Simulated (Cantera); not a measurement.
A closed system holds: 1 mol SiC, 0.0074 mol H2O, 1.7 mol N2, 0.32 mol CO2, at 1602 °C and 14.0 Pa.

Method: chemical equilibrium by Gibbs-energy minimisation in Cantera with the NASA 1993 tables (ideal gas, pure condensed phases). Candidate condensed phases: C, C6H6, C7H8, C8H18, H2O, Si, SiC, SiO2, Si2N2O, Si3N4; 151 gas species. The tables' values for SiN are old estimates; treat these amounts as uncertain. Equilibrium is a limit: real reactors are often held back by kinetics, nucleation or transport.

Base state: N2 0.711, CO 0.209, SiO 0.0612, Si 0.0142, H 0.00239, H2 0.00187, Si2C 0.000220, SiN 5.06e-5 (mole fractions); condensed: SiC(s).

### Question
What changes in the equilibrium state with this change: N2 from 1.7 to 260 mol?

### Answer
```
species            before    after
----------------  -------  -------
N2                  0.711    0.995
CO                  0.209  0.00246
Si                 0.0142  0.00217
SiO                0.0612  1.68e-5
H2                0.00187  7.32e-7
H                 0.00239  4.74e-5
Si2               2.33e-5  5.44e-7
Si2N              1.64e-5  4.55e-7
SiC(s), mol         0.818    0.397
C(graphite), mol        0    0.242
```

### Question
What changes in the equilibrium state with this change: CO2 from 0.32 to 0.15 mol?

### Answer
| species | before | after |
|---|---|---|
| N2 | 0.711 | 0.831 |
| CO | 0.209 | 0.119 |
| SiO | 0.0612 | 0.0316 |
| Si | 0.0142 | 0.0135 |
| HCN | 4.86e-5 | 6.06e-5 |
| H2 | 0.00187 | 0.00226 |
| SiC(s), mol | 0.818 | 0.907 |

### Question
What changes in the equilibrium state with this change: temperature from 1602 °C to 1225 °C?

### Answer
| species | before | after |
|---|---|---|
| N2 | 0.711 | 0.732 |
| CO | 0.209 | 0.226 |
| SiO | 0.0612 | 0.0388 |
| Si | 0.0142 | 4.89e-6 |
| Si2C | 0.000220 | 7.34e-9 |
| Si2 | 2.33e-5 | <1e-9 |
| Si2N | 1.64e-5 | 6.53e-9 |
| SiC(s), mol | 0.818 | 0.811 |
| Si2N2O(s), mol | 0 | 0.0509 |
N2 is the only nitrogen source here; it is nearly inert below about 1500 K, so the nitride shown seldom forms there in practice. Mutual solubility and eutectic melting of coexisting phases are not modelled.
